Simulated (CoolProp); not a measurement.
Vapour-liquid equilibrium of carbon dioxide (1) + carbonyl sulfide (2) at 272.8 K; x and y are mole fractions of (1).

Values from CoolProp's multi-fluid Helmholtz-energy mixture model, Span 1996 and Lemmon 2006; pair parameters Bell 2016.

```json
[
 {"x": "0.05", "bubble pressure, mixture model (MPa)": "0.8675", "bubble pressure, Raoult's law (MPa)": "0.7840", "y, mixture model": "0.267", "y, Raoult's law": "0.220"},
 {"x": "0.125", "bubble pressure, mixture model (MPa)": "1.170", "bubble pressure, Raoult's law (MPa)": "0.9947", "y, mixture model": "0.471", "y, Raoult's law": "0.434"},
 {"x": "0.2", "bubble pressure, mixture model (MPa)": "1.437", "bubble pressure, Raoult's law (MPa)": "1.205", "y, mixture model": "0.584", "y, Raoult's law": "0.573"},
 {"x": "0.275", "bubble pressure, mixture model (MPa)": "1.673", "bubble pressure, Raoult's law (MPa)": "1.416", "y, mixture model": "0.657", "y, Raoult's law": "0.671"},
 {"x": "0.35", "bubble pressure, mixture model (MPa)": "1.886", "bubble pressure, Raoult's law (MPa)": "1.627", "y, mixture model": "…", "y, Raoult's law": "0.743"},
 {"x": "0.425", "bubble pressure, mixture model (MPa)": "2.081", "bubble pressure, Raoult's law (MPa)": "1.838", "y, mixture model": "…", "y, Raoult's law": "0.799"},
 {"x": "0.5", "bubble pressure, mixture model (MPa)": "2.263", "bubble pressure, Raoult's law (MPa)": "2.048", "y, mixture model": "0.786", "y, Raoult's law": "0.843"},
 {"x": "0.575", "bubble pressure, mixture model (MPa)": "…", "bubble pressure, Raoult's law (MPa)": "2.259", "y, mixture model": "…", "y, Raoult's law": "0.879"},
 {"x": "0.65", "bubble pressure, mixture model (MPa)": "2.609", "bubble pressure, Raoult's law (MPa)": "2.470", "y, mixture model": "0.847", "y, Raoult's law": "0.909"},
 {"x": "0.725", "bubble pressure, mixture model (MPa)": "2.781", "bubble pressure, Raoult's law (MPa)": "2.680", "y, mixture model": "0.876", "y, Raoult's law": "0.934"},
 {"x": "0.8", "bubble pressure, mixture model (MPa)": "…", "bubble pressure, Raoult's law (MPa)": "2.891", "y, mixture model": "…", "y, Raoult's law": "0.955"},
 {"x": "0.875", "bubble pressure, mixture model (MPa)": "…", "bubble pressure, Raoult's law (MPa)": "3.102", "y, mixture model": "0.939", "y, Raoult's law": "0.974"},
 {"x": "0.95", "bubble pressure, mixture model (MPa)": "3.324", "bubble pressure, Raoult's law (MPa)": "3.312", "y, mixture model": "0.974", "y, Raoult's law": "0.990"}
]
```

What belongs in the gaps?


- 0.35, y, mixture model: 0.709
- 0.425, y, mixture model: 0.751
- 0.575, bubble pressure, mixture model (MPa): 2.437
- 0.575, y, mixture model: 0.817
- 0.8, bubble pressure, mixture model (MPa): 2.956
- 0.8, y, mixture model: 0.907
- 0.875, bubble pressure, mixture model (MPa): 3.137

The largest gap from Raoult's law is +19.3 % in bubble pressure, at x = 0.2. No azeotrope shows between x = 0.05 and 0.95.

Pair parameters are fitted to limited data, so mixtures are less certain than the pure fluids.
